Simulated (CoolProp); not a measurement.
Properties of carbon dioxide along the isobar 28.6 MPa (Tc = 31.0 °C, pc = 7.377 MPa, ω = 0.224).

Values from CoolProp's reference Helmholtz-energy equation of state, Span 1996.

```tsv
T (°C)	phase	speed of sound (m/s)	Joule-Thomson coefficient (K/MPa)	isothermal compressibility (1/MPa)	Prandtl number	fugacity coefficient
-8.75	liquid	851.8	-0.09365	0.002522	2.03	0.1264
23.25	liquid	691.2	0.07910	0.004548	1.80	0.2341
55.25	supercritical	549.0	0.3854	0.008856	1.70	0.3618
87.25	supercritical	441.9	0.8644	0.01706	1.61	0.4908
119.25	supercritical	385.4	1.345	0.02618	1.41	0.6053
151.25	supercritical	367.2	1.606	0.03128	1.21	0.6990
183.25	supercritical	366.9	1.641	0.03297	1.09	0.7731
215.35	supercritical	373.4	1.558	0.03335	0.987	0.8317
```

Viscosity comes from a separate model (Laesecke 2017). Thermal conductivity comes from a separate model (Huber 2016).
